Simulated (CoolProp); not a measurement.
A simple Rankine cycle with cyclohexane: condensing at 333.15 K, boiler at 2.29 MPa, turbine inlet 619 K, turbine efficiency 0.85, pump efficiency 0.7, no recuperator. Each further row changes one setting.

Values from CoolProp's reference Helmholtz-energy equation of state, Zhou 2014.

```json
[
 {"case": "as stated", "thermal efficiency (%)": "17.9", "net work (kJ/kg)": "170", "heat in (kJ/kg)": "949", "turbine exit temperature (K)": "(withheld)", "volume ratio over the turbine": "44.9"},
 {"case": "condensing temperature 325.15 K", "thermal efficiency (%)": "18.9", "net work (kJ/kg)": "182", "heat in (kJ/kg)": "965", "turbine exit temperature (K)": "535.8", "volume ratio over the turbine": "59.1"},
 {"case": "boiler pressure 1.6 MPa", "thermal efficiency (%)": "(withheld)", "net work (kJ/kg)": "158", "heat in (kJ/kg)": "(withheld)", "turbine exit temperature (K)": "(withheld)", "volume ratio over the turbine": "30.2"},
 {"case": "turbine efficiency 0.75", "thermal efficiency (%)": "(withheld)", "net work (kJ/kg)": "149", "heat in (kJ/kg)": "949", "turbine exit temperature (K)": "549.3", "volume ratio over the turbine": "(withheld)"}
]
```

Q: Fill in the missing entries.

A: 
- as stated, turbine exit temperature (K): 541.0
- boiler pressure 1.6 MPa, thermal efficiency (%): 16.5
- boiler pressure 1.6 MPa, heat in (kJ/kg): 960
- boiler pressure 1.6 MPa, turbine exit temperature (K): 550.2
- turbine efficiency 0.75, thermal efficiency (%): 15.7
- turbine efficiency 0.75, volume ratio over the turbine: 45.6
